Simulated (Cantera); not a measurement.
Charge: 1 mol SiCl4, 4.1 mol N2, equilibrated at 1123.15 K and 2.55 Torr.

Method: chemical equilibrium by Gibbs-energy minimisation in Cantera with the NASA 1993 tables (ideal gas, pure condensed phases). Candidate condensed phases: Si, Si3N4; 13 gas species. The tables' values for SiCl3 are old estimates; treat these amounts as uncertain. Rates play no part.

Base state: N2 0.804, SiCl4 0.196, SiCl3 5.36e-5, Cl 4.98e-5 (mole fractions); condensed: gas only.

Q: What changes in the equilibrium state with this change: temperature from 1123.15 K to 2098.15 K?

A: 
| species | before | after |
|---|---|---|
| N2 | 0.804 | 0.583 |
| Cl | 4.98e-5 | 0.274 |
| SiCl2 | 1.82e-7 | 0.132 |
| SiCl4 | 0.196 | 0.000610 |
| SiCl | <1e-9 | 0.000371 |
| Si | <1e-9 | 4.77e-5 |
| SiCl3 | 5.36e-5 | 0.00900 |
The tables' values for SiCl3, SiCl are old estimates; treat these amounts as uncertain.
